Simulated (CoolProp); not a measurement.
Vapour-liquid equilibrium of propylene (1) + R114 (2) at 335 K; x and y are mole fractions of (1).

The numbers come from the multi-fluid Helmholtz-energy mixture model, Lemmon 2013 and Platzer 1990; pair parameters Bell 2016 in CoolProp. This equation is an older, rougher fit; its heat capacities, sound speeds and derivatives of the liquid may be far off and weren't checked against measurements.

| x | bubble pressure, mixture model (MPa) | bubble pressure, Raoult's law (MPa) | y, mixture model | y, Raoult's law |
|---|---|---|---|---|
| 0.05 | 0.7183 | 0.7079 | 0.171 | 0.185 |
| 0.15 | 0.9425 | 0.9097 | 0.399 | 0.433 |
| 0.25 | 1.163 | 1.111 | 0.541 | 0.590 |
| 0.35 | ? | 1.313 | 0.639 | 0.699 |
| 0.45 | 1.575 | 1.515 | ? | 0.780 |
| 0.55 | ? | 1.717 | ? | 0.841 |
| 0.65 | ? | 1.918 | 0.823 | 0.889 |
| 0.75 | 2.140 | 2.120 | 0.871 | 0.928 |
| 0.85 | ? | 2.322 | 0.920 | 0.961 |
| 0.95 | 2.524 | 2.523 | 0.972 | 0.988 |

Question: What belongs in the gaps?

Answer: 
- 0.35, bubble pressure, mixture model (MPa): 1.374
- 0.45, y, mixture model: 0.713
- 0.55, bubble pressure, mixture model (MPa): 1.768
- 0.55, y, mixture model: 0.772
- 0.65, bubble pressure, mixture model (MPa): 1.954
- 0.85, bubble pressure, mixture model (MPa): 2.329

The largest gap from Raoult's law is +4.6 % in bubble pressure, at x = 0.35. No azeotrope shows between x = 0.05 and 0.95.

The pair parameters rest on a limited set of measurements; away from them the model extrapolates.
